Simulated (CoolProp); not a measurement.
Values from CoolProp's reference Helmholtz-energy equation of state, Lemmon 2006. It is a short technical equation, of lower accuracy than the large ones.

Question: Give the vapour pressure (kPa), vapour density (kg/m³), enthalpy of vaporisation (kJ/kg), liquid cp (kJ/(kg K)) of saturated C2F6 (R116) at 275.1 K.

Answer: 
```json
[
 {"T (K)": "275.1", "p (kPa)": "1940", "vapour density (kg/m³)": "190", "enthalpy of vaporisation (kJ/kg)": "61.0", "liquid cp (kJ/(kg K))": "1.50"}
]
```
